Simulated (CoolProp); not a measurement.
Vapour-liquid equilibrium of C2F6 (R116) (1) + R134a (2) at 619 kPa; x and y are mole fractions of (1).

Model: multi-fluid Helmholtz-energy mixture model, Lemmon 2006 and Tillner-Roth 1994; pair parameters Bell 2016, in CoolProp.

Q: Give the bubble temperature and the first vapour's composition at x = 0.15, 0.45, 0.95. Is there an azeotrope?

A: x = 0.15: -11.6 °C, y = 0.699; x = 0.45: -28.2 °C, y = 0.870; x = 0.95: -35.4 °C, y = 0.975. No azeotrope shows between x = 0.05 and 0.95.

The pair parameters rest on a limited set of measurements; away from them the model extrapolates. With so large a gap from Raoult's law the liquid may split in two, which this calculation doesn't test in full.
